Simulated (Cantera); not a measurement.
A Cantera script and what it prints.

```python
import numpy as np
import cantera as ct

gas_names = [...]  # 109 gases of nasa_gas.yaml made of C, Cl, H, Si
cond_names = """
    C(gr) C6H6(L) C7H8(L) C8H18(L),n-octa Si(cr) Si(L) SiC(b)
""".split()


# ... load() reads the species with a 1 bar reference pressure and builds the phases ...
atoms = {
    'SiCl4': {'Si': 1, 'CL': 4},
    'CH4': {'C': 1, 'H': 4},
    'H2': {'H': 2},
}
top_T = {'C(gr)': 4500, 'SiC(b)': 3050}  # K; cautious upper limits of use, not melting points


# ... equilibrate(T, P, feed) seeds the gas with the atoms and calls Mixture.equilibrate('TP', solver="vcs", rtol=1e-11, max_steps=5000) ...
results = []
feed = {'SiCl4': 1, 'CH4': 1.8, 'H2': 1.2}  # mol
T = 1673  # K
P = 270  # Pa
mix = equilibrate(T, P, feed)
results.append((T, P, feed, dict(zip(mix.species_names, mix.species_moles))))
x = sorted(zip(gas.X, gas.species_names), reverse=True)
print(f"T = {T:g} K  P = {P:g} Pa  gas = {mix.phase_moles(0):.4g} mol")
print("   x: " + "  ".join(f"{s} {v:.3e}" for v, s in x if v > 0.0001))
print("   condensed (mol): " + ("  ".join(f"{mix.phase(i).name} {mix.phase_moles(i):.4g}"
      for i in range(1, mix.n_phases) if mix.phase_moles(i) > 1e-12) or "none"))
```

It prints:

```
T = 1673 K  P = 270 Pa  gas = 6.805 mol
   x: HCL 5.232e-01  H2 4.430e-01  SiCL2 2.975e-02  H 1.459e-03  CL 1.345e-03  SiCL3 1.121e-03
   condensed (mol): C(gr) 1.011  SiC(b) 0.7891
```

Equilibrium computed with Cantera from the NASA thermochemical tables; the gas is ideal and each condensed phase is pure. The tables' values for SiCl3, SiCl are old estimates; treat these amounts as uncertain.
